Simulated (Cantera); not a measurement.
## Premixed flame

A freely propagating, adiabatic, planar premixed flame of H2 : O2 : N2 = 1 : 0.549 : 2.07 (molar parts), unburnt at 475 K and 120000 Pa; mixture-averaged transport, grid criteria slope 0.08 and curve 0.16, no radiation.

Detailed kinetics in Cantera: the H2/O2 subset of GRI-Mech 3.0, which has no nitrogen chemistry. Burning velocities carry a grid error of a few per cent, more on coarse grids.

```json
[
 {"z (mm)": "-0.998", "T (K)": "475", "u (m/s)": "4.48", "x H2": "0.276", "x O2": "0.152", "x HO2": "<1e-8", "x H2O2": "<1e-8", "x O": "<1e-8", "x H2O": "<1e-8"},
 {"z (mm)": "-0.665", "T (K)": "475", "u (m/s)": "4.48", "x H2": "0.276", "x O2": "0.152", "x HO2": "<1e-8", "x H2O2": "<1e-8", "x O": "<1e-8", "x H2O": "<1e-8"},
 {"z (mm)": "-0.499", "T (K)": "475", "u (m/s)": "4.48", "x H2": "0.276", "x O2": "0.152", "x HO2": "<1e-8", "x H2O2": "<1e-8", "x O": "<1e-8", "x H2O": "<1e-8"},
 {"z (mm)": "-0.333", "T (K)": "475", "u (m/s)": "4.48", "x H2": "0.276", "x O2": "0.152", "x HO2": "1.38e-7", "x H2O2": "<1e-8", "x O": "<1e-8", "x H2O": "3.68e-7"},
 {"z (mm)": "-0.166", "T (K)": "488", "u (m/s)": "4.57", "x H2": "0.270", "x O2": "0.153", "x HO2": "0.000144", "x H2O2": "4.81e-6", "x O": "2.35e-6", "x H2O": "0.000392"},
 {"z (mm)": "-0.0832", "T (K)": "723", "u (m/s)": "6.56", "x H2": "0.232", "x O2": "0.149", "x HO2": "0.000322", "x H2O2": "4.78e-5", "x O": "0.000206", "x H2O": "0.0197"},
 {"z (mm)": "0", "T (K)": "1191", "u (m/s)": "10.4", "x H2": "0.140", "x O2": "0.114", "x HO2": "0.000124", "x H2O2": "9.89e-6", "x O": "0.00412", "x H2O": "0.101"},
 {"z (mm)": "0.0832", "T (K)": "1522", "u (m/s)": "13.2", "x H2": "0.0615", "x O2": "0.0599", "x HO2": "5.54e-5", "x H2O2": "4.00e-6", "x O": "0.0105", "x H2O": "0.196"},
 {"z (mm)": "0.166", "T (K)": "1687", "u (m/s)": "14.5", "x H2": "0.0398", "x O2": "0.0406", "x HO2": "3.26e-5", "x H2O2": "2.24e-6", "x O": "0.0119", "x H2O": "0.228"},
 {"z (mm)": "0.333", "T (K)": "1855", "u (m/s)": "15.8", "x H2": "0.0342", "x O2": "0.0334", "x HO2": "2.14e-5", "x H2O2": "1.14e-6", "x O": "0.0105", "x H2O": "0.244"},
 {"z (mm)": "0.665", "T (K)": "2016", "u (m/s)": "17.0", "x H2": "0.0301", "x O2": "0.0293", "x HO2": "1.41e-5", "x H2O2": "6.35e-7", "x O": "0.00785", "x H2O": "0.257"},
 {"z (mm)": "1.33", "T (K)": "2161", "u (m/s)": "18.0", "x H2": "0.0242", "x O2": "0.0255", "x HO2": "8.82e-6", "x H2O2": "4.09e-7", "x O": "0.00526", "x H2O": "0.271"},
 {"z (mm)": "2.66", "T (K)": "2278", "u (m/s)": "18.8", "x H2": "0.0175", "x O2": "0.0222", "x HO2": "5.53e-6", "x H2O2": "3.03e-7", "x O": "0.00320", "x H2O": "0.285"}
]
```
x: mole fraction of selected species; z is measured from the peak of heat release.

- laminar burning velocity = 448 cm/s
- thermal thickness = 0.333 mm
- peak x(HO2) = 0.000444
- peak x(H2O2) = 4.80e-5
- peak x(O) = 0.0119
- grid points = 114
